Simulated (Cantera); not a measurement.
Cantera run, input and output.

```python
import numpy as np
import cantera as ct

gas = ct.Solution("h2o2.yaml")


def delay(T, t_max=10):
    gas.TPX = T, 85000, {'H2': 1, 'O2': 0.14, 'N2': 1.04}
    reactor = ct.IdealGasConstPressureReactor(gas, clone=False)
    net = ct.ReactorNet([reactor])
    net.rtol, net.atol = 1e-8, 1e-16
    while net.time < t_max:
        t_old, T_old = net.time, reactor.T
        net.step()
        if reactor.T > T + 400:  # ignition: a rise of 400 K
            return t_old + (T + 400 - T_old) / (reactor.T - T_old) * (net.time - t_old)
    return np.nan


taus = []
for T in [1275, 1325, 1375, 1425, 1475, 1525, 1575]:
    taus.append(delay(T))
    print(f"T0 = {T:6g} K   tau = {taus[-1]:.4e} s")

# d ln(tau) / d ln(k), from doubling and halving each rate constant
T, sens = 1325, []
for i in range(gas.n_reactions):
    gas.set_multiplier(2.0, i)
    up = delay(T)
    gas.set_multiplier(0.5, i)
    down = delay(T)
    gas.set_multiplier(1.0, i)
    sens.append((np.log(up / down) / np.log(4.0), gas.reaction(i).equation))
sens.sort(key=lambda x: -abs(x[0]))
print(f"sensitivities at {T} K")
for s, eq in sens[:10]:
    print(f"{s:8.3f}  {eq}")
```

Result:

```
T0 =   1275 K   tau = 9.2359e-05 s
T0 =   1325 K   tau = 8.2661e-05 s
T0 =   1375 K   tau = 7.6797e-05 s
T0 =   1425 K   tau = 7.3608e-05 s
T0 =   1475 K   tau = 7.2375e-05 s
T0 =   1525 K   tau = 7.2633e-05 s
T0 =   1575 K   tau = 7.4078e-05 s
sensitivities at 1325 K
  -0.501  H + O2 <=> O + OH
  -0.151  2 H + H2O <=> H2 + H2O
  -0.078  2 H + M <=> H2 + M
  -0.070  2 H + H2 <=> H2 + H2
  -0.047  H + OH + M <=> H2O + M
  -0.047  H2 + O <=> H + OH
  -0.039  H + HO2 <=> H2 + O2
  -0.028  H + O2 + H2O <=> HO2 + H2O
  -0.015  H2 + OH <=> H + H2O
  -0.012  H + O2 + M <=> HO2 + M
```

Computed with Cantera and the H2/O2 subset of GRI-Mech 3.0, which has no nitrogen chemistry. Where the delays flatten at high temperature, the 400 K rule measures the pace of heat release, not the induction time.
